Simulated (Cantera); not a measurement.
A closed system holds: 1 mol Ti(OiPr)₄, 0.87 mol CH₄, 4.3 mol H₂, held at 100000 Pa.

Method: chemical equilibrium by Gibbs-energy minimisation in Cantera with the NASA 1993 tables (ideal gas, pure condensed phases). Candidate condensed phases: C, C₆H₆, C₇H₈, C₈H₁₈, H₂O, Ti, TiC, TiO, TiO₂, Ti₂O₃, Ti₃O₅, Ti₄O₇; 113 gas species. The feed counts by its element totals alone. TiC: taken at fixed stoichiometry. Kinetics and transport are ignored.

log p: log10 of the partial pressure in bar; n: condensed amount in mol.

```csv
T (K),log p H₂,log p CO,log p CH₄,log p H₂O,log p H,n C(graphite),n Ti₃O₅(s),n TiC(s)
1325,-0.05,-0.98,-2.27,-3.18,-5.81,10.4,0.333,0
1375,-0.05,-0.98,-2.40,-3.37,-5.49,10.5,0.333,0
1425,-0.05,-0.98,-2.52,-3.55,-5.19,10.5,0.333,0
1475,-0.08,-0.78,-2.70,-3.54,-4.93,7.83,0,1.00
1525,-0.08,-0.78,…,…,…,7.84,0,1.00
1575,-0.08,-0.78,…,…,…,7.84,0,1.00
1625,-0.08,-0.78,-2.99,-3.98,-4.19,7.85,0,1.00
1675,-0.08,-0.78,-3.08,-4.11,-3.97,7.85,0,1.00
1725,-0.08,-0.78,-3.16,-4.23,-3.77,7.85,0,1.00
1775,-0.08,-0.78,-3.24,-4.35,-3.58,7.85,0,1.00
```

Question: What belongs in the gaps?

Answer: 
- 1575, log p CH₄: -2.90
- 1575, log p H₂O: -3.85
- 1575, log p H: -4.42
- 1525, log p CH₄: -2.80
- 1525, log p H₂O: -3.70
- 1525, log p H: -4.67
